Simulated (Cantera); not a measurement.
A perfectly stirred reactor is fed with CH₄ : H₂ : H = 0.034 : 1 : 0.065 (molar parts), at 0.132 atm; it is held at 2000 K, and followed from long to short residence time.

Detailed kinetics in Cantera: GRI-Mech 3.0 (53 species, 325 reactions). GRI-Mech 3.0 stops at C3 and has no aromatics, soot or wall deposition, so with more carbon than oxygen in the feed, carbon stays in small species such as C2H2 where larger ones or solid carbon would form.

**Question.** Predict: x(CH₄) at τ = 2.20 s; x(H₂) at τ = 2.20 s; x(H) at τ = 2.20 s; x(C₂H₆) at τ = 2.20 s; x(C₂H) at τ = 2.20 s; x(CH₄) at τ = 95.0 ms; x(H₂) at τ = 95.0 ms; x(H) at τ = 95.0 ms; x(C₂H₆) at τ = 95.0 ms; x(C₂H) at τ = 95.0 ms.

**Answer.** 
```
Property                 Result
----------------------  -------
x(CH₄) at τ = 2.20 s    0.00113
x(H₂) at τ = 2.20 s       0.979
x(H) at τ = 2.20 s      0.00454
x(C₂H₆) at τ = 2.20 s   1.45e-8
x(C₂H) at τ = 2.20 s    1.28e-6
x(CH₄) at τ = 95.0 ms   0.00440
x(H₂) at τ = 95.0 ms      0.977
x(H) at τ = 95.0 ms     0.00517
x(C₂H₆) at τ = 95.0 ms  2.51e-7
x(C₂H) at τ = 95.0 ms   1.29e-6
```
